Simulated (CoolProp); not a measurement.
Vapour-liquid equilibrium of 1-butene (1) + n-perfluorobutane (2) at 57.65 °C; x and y are mole fractions of (1).

Computed with CoolProp (multi-fluid Helmholtz-energy mixture model, Lemmon 2005 and Gao 2022; pair parameters Bell 2016).

```
x      bubble pressure (MPa)  y at the bubble point  dew pressure at overall composition x (MPa)  liquid density (mol/L)
-----  ---------------------  ---------------------  -------------------------------------------  ----------------------
0.05                  0.7451                  0.115                                       0.7056                   5.768
0.125                 0.8489                  0.260                                       0.7513                   5.892
0.2                   0.9435                  0.369                                       0.8031                   6.020
0.275                  1.019                  0.448                                       0.8614                   6.159
0.35                   1.071                  0.503                                       0.9263                   6.315
0.425                  1.102                  0.542                                       0.9969                     [?]
0.5                    1.117                  0.568                                        1.068                   6.719
0.575                  1.122                  0.586                                        1.120                   6.989
0.65                   1.120                    [?]                                        1.073                   7.318
0.725                  1.114                  0.609                                       0.9824                   7.711
0.8                    1.098                    [?]                                          [?]                     [?]
0.875                  1.049                  0.670                                       0.8239                   8.693
0.95                  0.9101                  0.789                                       0.7588                   9.279
```

Q: Fill in the missing entries.

A: 
- 0.425, liquid density (mol/L): 6.498
- 0.65, y at the bubble point: 0.598
- 0.8, y at the bubble point: 0.627
- 0.8, dew pressure at overall composition x (MPa): 0.8982
- 0.8, liquid density (mol/L): 8.169

y crosses x between x = 0.575 and 0.65: the model has an azeotrope there.

Pair parameters are fitted to limited data, so mixtures are less certain than the pure fluids. With so large a gap from Raoult's law the liquid may split in two, which this calculation doesn't test in full.
